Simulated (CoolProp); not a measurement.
Vapour-liquid equilibrium of 1-butene (1) + n-perfluorobutane (2) at 340.8 K; x and y are mole fractions of (1).

Computed with CoolProp (multi-fluid Helmholtz-energy mixture model, Lemmon 2005 and Gao 2022; pair parameters Bell 2016).

**Question.** Give the bubble pressure and the first vapour's composition at x = 0.05, 0.65, 0.8. Is there an azeotrope?

**Answer.** x = 0.05: 945.3 kPa, y = 0.105; x = 0.65: 1400 kPa, y = 0.601; x = 0.8: 1363 kPa, y = 0.643. y crosses x between x = 0.5 and 0.65: the model has an azeotrope there.

The pair parameters rest on a limited set of measurements; away from them the model extrapolates. With so large a gap from Raoult's law the liquid may split in two, which this calculation doesn't test in full.
